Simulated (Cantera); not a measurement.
**Ignition delay**

Mixture: 5.45 % CH₄, 19.8 % O₂, 74.7 % N₂, equivalence ratio 0.55, at 500000 Pa, adiabatic and at constant pressure. Ignition delay is the time to a rise of 400 K.

Model: GRI-Mech 3.0 (53 species, 325 reactions), integrated in Cantera.

```json
[
 {"T0 (K)": "1100", "delay (ms)": "29.4"},
 {"T0 (K)": "1200", "delay (ms)": "7.48"},
 {"T0 (K)": "1300", "delay (ms)": "2.19"},
 {"T0 (K)": "1400", "delay (ms)": "0.723"},
 {"T0 (K)": "1500", "delay (ms)": "0.268"},
 {"T0 (K)": "1600", "delay (ms)": "0.111"},
 {"T0 (K)": "1700", "delay (ms)": "0.0516"},
 {"T0 (K)": "1800", "delay (ms)": "0.0265"}
]
```

- apparent activation energy between 1600 and 1800 K: 170 kJ/mol
